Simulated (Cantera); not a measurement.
A closed system holds: 1 mol SiC, 0.76 mol O2, 5.8 mol N2, equilibrated at 13.0 Pa.

Equilibrium computed with Cantera from the NASA thermochemical tables; the gas is ideal and each condensed phase is pure. Candidate condensed phases: C, Si, SiC, SiO2, Si2N2O, Si3N4; 34 gas species. Kinetics and transport are ignored. All values below are at 1550 K.

Base state: N2 0.792, CO 0.104, SiO 0.104, Si 4.59e-5 (mole fractions); condensed: SiC(s).

What changes in the equilibrium state with this change: pressure from 13.0 Pa to 1330 Pa?


```tsv
species	before	after
N2	0.792	0.839
CO	0.104	0.158
SiO	0.104	0.00273
Si	4.59e-5	2.11e-9
CO2	1.24e-8	1.08e-5
SiC(s), mol	0.240	0
SiO2(β-quartz), mol	0	0.00754
Si2N2O(s), mol	0	0.488
```
Mutual solubility and eutectic melting of coexisting phases are not modelled. The tables hold silica as quartz up to 1696 K and as liquid above; real silica turns to tridymite and cristobalite and melts near 1996 K.
